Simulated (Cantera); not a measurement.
Feed: 1 mol SiH₄, 0.74 mol HCl, 17 mol H₂, at 0.133 bar.

These are equilibrium values from Cantera (NASA tables, ideal gas, pure condensed phases), not measurements of a reactor. Candidate condensed phases: Si; 19 gas species. The tables' values for SiCl, SiCl₃ are old estimates; treat these amounts as uncertain. Gases not in the tables: Si₂H₆ and higher silanes. Kinetics and transport are ignored.

x: gas mole fraction; n: condensed amount in mol.

| T (K) | x H₂ | x H | x Si | x HCl | x SiCl₂ | x SiH | x Cl | n Si(s) | n Si(l) |
|---|---|---|---|---|---|---|---|---|---|
| 1223 | 0.969 | 8.11e-7 | 2.41e-11 | 0.0270 | [?] | 1.13e-10 | 1.94e-8 | 0.922 | 0 |
| 1373 | 0.966 | 8.96e-6 | 2.91e-9 | 0.0306 | [?] | 5.94e-9 | 2.35e-7 | 0.937 | 0 |
| 1523 | 0.966 | 6.22e-5 | 1.35e-7 | 0.0307 | 0.00320 | 1.42e-7 | 1.59e-6 | 0.934 | 0 |
| 1673 | 0.966 | 0.000307 | 3.13e-6 | 0.0304 | 0.00345 | 1.90e-6 | 7.54e-6 | 0.930 | 0 |
| 1823 | 0.964 | 0.00117 | 3.32e-5 | 0.0313 | [?] | 1.27e-5 | 2.88e-5 | 0 | 0.937 |
| 1973 | 0.961 | 0.00362 | 0.000237 | 0.0319 | [?] | 6.13e-5 | 9.00e-5 | 0 | 0.938 |
| 2123 | 0.954 | 0.00960 | 0.00128 | 0.0322 | [?] | 0.000235 | 0.000238 | 0 | 0.915 |
| 2273 | 0.936 | 0.0223 | 0.00549 | 0.0318 | [?] | 0.000747 | 0.000546 | 0 | 0.810 |
| 2423 | 0.897 | 0.0460 | 0.0196 | 0.0302 | [?] | 0.00203 | 0.00110 | 0 | 0.454 |
| 2573 | 0.837 | 0.0861 | 0.0385 | 0.0289 | [?] | 0.00305 | 0.00209 | 0 | 0 |

**Question.** What belongs in the gaps?

**Answer.** 
- 1223, x SiCl₂: 0.00183
- 1373, x SiCl₂: 0.00279
- 1823, x SiCl₂: 0.00304
- 1973, x SiCl₂: 0.00262
- 2123, x SiCl₂: 0.00227
- 2273, x SiCl₂: 0.00194
- 2423, x SiCl₂: 0.00160
- 2573, x SiCl₂: 0.000882
